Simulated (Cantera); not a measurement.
Charge: 1 mol Si₃N₄, 0.61 mol NF₃, held at 950 K and 0.00110 bar.

Method: chemical equilibrium by Gibbs-energy minimisation in Cantera with the NASA 1993 tables (ideal gas, pure condensed phases). Candidate condensed phases: Si, Si₃N₄; 16 gas species. The tables' values for SiF₃ are old estimates; treat these amounts as uncertain. Equilibrium is a limit: real reactors are often held back by kinetics, nucleation or transport.

Base state: N₂ 0.571, SiF₄ 0.429, SiF₃ 3.07e-5 (mole fractions); condensed: Si₃N₄(s).

Task: What changes in the equilibrium state with this change: NF₃ from 0.61 to 7.2 mol?

Result: 
```tsv
species	before	after
F	<1e-9	0.437
N₂	0.571	0.327
SiF₄	0.429	0.175
F₂	<1e-9	0.0617
SiF₃	3.07e-5	<1e-9
Si₃N₄(s), mol	0.847	0
```

Task: What changes in the equilibrium state with this change: NF₃ from 0.61 to 4.9 mol?

Result: 
| species | before | after |
|---|---|---|
| N₂ | 0.571 | 0.446 |
| SiF₄ | 0.429 | 0.301 |
| F | <1e-9 | 0.235 |
| F₂ | <1e-9 | 0.0179 |
| SiF₃ | 3.07e-5 | <1e-9 |
| Si₃N₄(s), mol | 0.847 | 0 |
